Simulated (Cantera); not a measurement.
# Equilibrium for titanium nitride, carbide and oxide coatings: Ti(OiPr)₄ + O₂ + H₂

Feed: 1 mol Ti(OiPr)₄, 0.53 mol O₂, 26 mol H₂, at 10000 Pa.

Method: chemical equilibrium by Gibbs-energy minimisation in Cantera with the NASA 1993 tables (ideal gas, pure condensed phases). Candidate condensed phases: C, C₆H₆, C₇H₈, C₈H₁₈, H₂O, Ti, TiC, TiO, TiO₂, Ti₂O₃, Ti₃O₅, Ti₄O₇; 113 gas species. The feed counts by its element totals alone. TiC: taken at fixed stoichiometry. Condensed phases not in the tables: Magnéli phases beyond Ti₄O₇. Equilibrium is a limit: real reactors are often held back by kinetics, nucleation or transport.

From 1025 K to 1125 K the condensed part is C(graphite) + TiO₂(rutile). At 1175 K the condensed part is C(graphite) + Ti₄O₇(s). From 1225 K to 1275 K the condensed part is C(graphite) + Ti₃O₅(s). At 1325 K the condensed part is C(graphite) + TiC(s).

```
T (K)   x H₂    x CO     x CH₄     x H₂O     x CO₂      x H  x C₂H₂ (acetylene)   x C₂H₄  n C(graphite)  n TiO₂(rutile)  n Ti₄O₇(s)  n Ti₃O₅(s)  n TiC(s)
-----  -----  ------  --------  --------  --------  -------  ------------------  -------  -------------  --------------  ----------  ----------  --------
1025   0.922  0.0696   0.00625   0.00170  0.000167  1.32e-8             2.04e-9  5.62e-8           8.75            1.00           0           0         0
1075   0.925  0.0704   0.00386  0.000823   6.74e-5  4.46e-8             6.96e-9  6.95e-8           8.81            1.00           0           0         0
1125   0.926  0.0708   0.00248  0.000422   2.93e-5  1.35e-7             2.13e-8  8.39e-8           8.85            1.00           0           0         0
1175   0.922  0.0763   0.00163  0.000244   1.58e-5  3.72e-7             5.87e-8  9.83e-8           8.63               0       0.250           0         0
1225   0.921  0.0781   0.00111  0.000141   8.18e-6  9.46e-7             1.49e-7  1.14e-7           8.56               0           0       0.333         0
1275   0.921  0.0782  0.000786   8.39e-5   4.28e-6  2.24e-6             3.54e-7  1.32e-7           8.58               0           0       0.333         0
1325   0.887   0.112  0.000528   7.17e-5   4.87e-6  4.87e-6             7.55e-7  1.39e-7           5.92               0           0           0      1.00
```
x: gas mole fraction; n: condensed amount in mol.
